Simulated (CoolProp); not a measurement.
Acetone along the isobar 0.817 bar: density (kg/m³) from the reference equation and from simpler models built on Tc = 508.1 K, pc = 46.92 bar, ω = 0.307; each cubic takes its own stable root.

Model: reference Helmholtz-energy equation of state, Lemmon 2006, in CoolProp. It is a short technical equation, of lower accuracy than the large ones.

```csv
T (K),phase,reference
257.5,liquid,829.0
290,liquid,793.7
322.5,liquid,756.9
355,gas,1.655
387.5,gas,1.502
420,gas,1.378
452.5,gas,1.275
485,gas,1.186
517.5,gas,1.110
550,gas,1.043
```

Q: How far does each simpler model (van der Waals, Redlich-Kwong, Peng-Robinson) lie from the reference over these 10 states: mean and median of the absolute difference, and the worst?

A: 
- van der Waals: mean 30.3 %, median 0.8 %, worst -99.8 % at 322.5 K and 0.817 bar
- Redlich-Kwong: mean 15.2 %, median 0.5 %, worst -99.8 % at 322.5 K and 0.817 bar
- Peng-Robinson: mean 3.8 %, median 0.3 %, worst -12.8 % at 257.5 K and 0.817 bar

At some of these states van der Waals, Redlich-Kwong gives the other phase, because its saturation line lies elsewhere.
